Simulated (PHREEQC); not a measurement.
A solution holds 0.0017 mol FeCl3, 0.26 mol MgSO4, 0.00051 mol NaHCO3 and 0.00021 mol NaCl per kg of water, at 55 °C. Closed to the air; pH follows from the charge balance.

The numbers come from PHREEQC with the ion-association model, phreeqc.dat.

Precipitation was switched off in this run.

Task: Order these Fe species by the share of Fe that they hold, largest first: Fe(SO4)2-, Fe2(OH)2+4, Fe(OH)2+, FeOH+2, FeSO4+.

Result: Fe(OH)2+ (39 %), FeOH+2 (27 %), FeSO4+ (22 %), Fe(SO4)2- (9.0 %), Fe2(OH)2+4 (2.3 %)

Task: Order these S species by the share of S that they hold, largest first: FeSO4+, MgSO4, Fe(SO4)2-, HSO4-, SO4-2.

Result: MgSO4 (69 %), SO4-2 (30 %), HSO4- (0.41 %), FeSO4+ (0.14 %), Fe(SO4)2- (0.12 %)

The pH is 3.67 and the ionic strength 0.320 mol/kgw. The solution is supersaturated, for example in Hematite (slow to form), Goethite (slow to form), so a real one may precipitate; this is no full list. Constants without temperature data keep their 25 °C values here.
